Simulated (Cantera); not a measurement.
An isothermal, constant-pressure homogeneous reactor starts with NH3 : H2 : N2 = 1 : 3.7 : 0.0078 (molar parts), at 1750 K and 0.132 atm.

Model: the gas-phase N/H chemistry of the illustrative SiF4/NH3 mechanism in the Surface Chemkin manual (1991), integrated in Cantera. Walls and surfaces, which speed up NH3 decomposition in real reactors, are not modelled.

x: mole fraction; the columns are a selection and need not sum to one.

```
t (s)      x NH3   x H2       x H     x N2     x NH2    x N2H4       x N
--------  ------  -----  --------  -------  --------  --------  --------
5.00e-5    0.212  0.786   7.88e-7  0.00166   5.59e-7    <1e-12    <1e-12
0.000136   0.212  0.786   2.14e-6  0.00166   1.51e-6  1.37e-12    <1e-12
0.000368   0.212  0.786       ___  0.00166       ___  1.05e-11  2.91e-12
0.00100    0.212  0.786       ___  0.00166       ___  7.83e-11  5.94e-11
0.00271    0.212  0.786   4.25e-5  0.00166   3.00e-5  5.72e-10   1.17e-9
0.00737    0.212  0.786  0.000107  0.00167   7.55e-5   3.62e-9   1.84e-8
0.0200     0.212  0.786  0.000169  0.00181  0.000119   8.99e-9   7.14e-8
0.0543     0.211  0.787  0.000173  0.00233  0.000121   9.31e-9   7.60e-8
0.147      0.207  0.789  0.000175  0.00373  0.000120   9.11e-9   7.61e-8
0.400      0.198  0.794  0.000178  0.00738  0.000116   8.58e-9   7.61e-8
1.09       0.177  0.807  0.000188   0.0163  0.000107   7.33e-9   7.61e-8
2.95       0.131  0.833  0.000214   0.0349   8.77e-5   4.89e-9   7.56e-8
8.00      0.0654  0.872  0.000276   0.0620   5.40e-5   1.85e-9   7.20e-8
```

### Question
What belongs in the gaps?

### Answer

- 0.000368, x H: 5.82e-6
- 0.000368, x NH2: 4.10e-6
- 0.00100, x H: 1.58e-5
- 0.00100, x NH2: 1.11e-5
